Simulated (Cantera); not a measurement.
Input (Python, Cantera) and output of one run.

```python
import numpy as np
import cantera as ct

gas_names = """
    H HO2 H2 H2O H2O2 Li LiH LiO LiOH Li2 Li2O Li2O2 Li2O2H2 O OH O2 O3
""".split()
cond_names = """
    H2O(s) H2O(L) Li(cr) Li(L) LiH(s) LiH(L) LiOH(s) LiOH(L) Li2O(s) Li2O(L)
""".split()


def load(file, names, dense=False):
    # The tables refer to 1 bar. Condensed volumes are neglected.
    table = {s.name: s for s in ct.Species.list_from_file(file)}
    out = []
    for n in names:
        d = dict(table[n].input_data)
        d["thermo"] = dict(d["thermo"], **{"reference-pressure": 1e5})
        if dense:
            d["equation-of-state"] = {"model": "constant-volume", "density": "1e6 g/cm^3"}
        out.append(ct.Species.from_dict(d))
    return out


gas = ct.Solution(thermo="ideal-gas", species=load("nasa_gas.yaml", gas_names))
cond = {s.name: ct.Solution(thermo="fixed-stoichiometry", species=[s], name=s.name)
        for s in load("nasa_condensed.yaml", cond_names, dense=True)}
atoms = {
    'LiOH': {'Li': 1, 'O': 1, 'H': 1},
    'H2O': {'H': 2, 'O': 1},
}
top_T = {}  # K; cautious upper limits of use, not melting points


def equilibrate(T, P, feed):
    n = {}
    for name, mol in feed.items():
        for a, k in atoms[name].items():
            n[a] = n.get(a, 0.0) + k * mol
    gas.TPX = T, P, n
    mass = sum(n.values()) * gas.mean_molecular_weight
    gas.equilibrate("TP")
    valid = [c for c in cond.values() if c.min_temp <= T <= top_T.get(c.name, c.max_temp)]
    mix = ct.Mixture([(gas, mass / gas.mean_molecular_weight)] + [(c, 0.0) for c in valid])
    mix.T, mix.P = T, P
    mix.equilibrate("TP", solver="vcs", rtol=1e-11, max_steps=5000)
    return mix


results = []
feed = {'LiOH': 1, 'H2O': 6.5}  # mol
P = 133.322  # Pa
for T in [975, 1025, 1075, 1125, 1175, 1225, 1275, 1325, 1375, 1425, 1475, 1525, 1575, 1625]:
    mix = equilibrate(T, P, feed)
    results.append((T, P, feed, dict(zip(mix.species_names, mix.species_moles))))

top = {s: max(r[3][s] / sum(r[3][g] for g in gas_names) for r in results) for s in gas_names}
cols = sorted((s for s in top if top[s] > 1e-06), key=lambda s: -top[s])[:9]
seen = [c for c in cond_names if any(r[3].get(c, 0) > 1e-12 for r in results)]
print("log10 of partial pressures in bar; condensed amounts in mol")
print(f"{'T/K':>10s}" + "".join(f"{s[:9]:>10s}" for s in cols + seen))
for T, P, feed, n in results:
    ng = sum(n[g] for g in gas_names)
    print(f"{T:10.4g}" + "".join(f"{np.log10(max(n[s] / ng * P / 1e5, 1e-99)):10.3f}" for s in cols)
          + "".join(f"{n.get(c, 0):10.4g}" for c in seen))
```

It prints:

```
log10 of partial pressures in bar; condensed amounts in mol
       T/K       H2O      LiOH        H2        O2        OH        Li   Li2O2H2         H      Li2O   Li2O(s)
       975    -2.875    -6.349    -8.741    -9.050   -10.188   -13.497    -7.955   -13.312   -13.463    0.4988
      1025    -2.876    -5.860    -8.309    -8.619    -9.656   -12.410    -7.625   -12.515   -12.345    0.4962
      1075    -2.876    -5.428    -7.916    -8.229    -9.173   -11.436    -7.349   -11.792   -11.354    0.4899
      1125    -2.878    -5.036    -7.559    -7.874    -8.734   -10.550    -7.100   -11.132   -10.454    0.4753
      1175    -2.882    -4.679    -7.233    -7.551    -8.334    -9.741    -6.877   -10.528    -9.634    0.4439
      1225    -2.890    -4.355    -6.937    -7.256    -7.969    -8.999    -6.678    -9.975    -8.883     0.381
      1275    -2.905    -4.061    -6.669    -6.988    -7.637    -8.315    -6.504    -9.467    -8.194    0.2625
      1325    -2.931    -3.797    -6.430    -6.746    -7.338    -7.683    -6.358    -9.002    -7.560   0.05132
      1375    -2.938    -3.752    -6.197    -6.511    -7.049    -7.309    -6.623    -8.563    -7.390         0
      1425    -2.938    -3.751    -5.975    -6.289    -6.777    -7.006    -6.951    -8.153    -7.321         0
      1475    -2.938    -3.752    -5.768    -6.082    -6.523    -6.725    -7.258    -7.771    -7.258         0
      1525    -2.939    -3.752    -5.575    -5.888    -6.286    -6.462    -7.546    -7.414    -7.200         0
      1575    -2.940    -3.753    -5.394    -5.707    -6.064    -6.217    -7.816    -7.079    -7.146         0
      1625    -2.941    -3.755    -5.225    -5.536    -5.855    -5.988    -8.070    -6.764    -7.097         0
```

Equilibrium computed with Cantera from the NASA thermochemical tables; the gas is ideal and each condensed phase is pure.
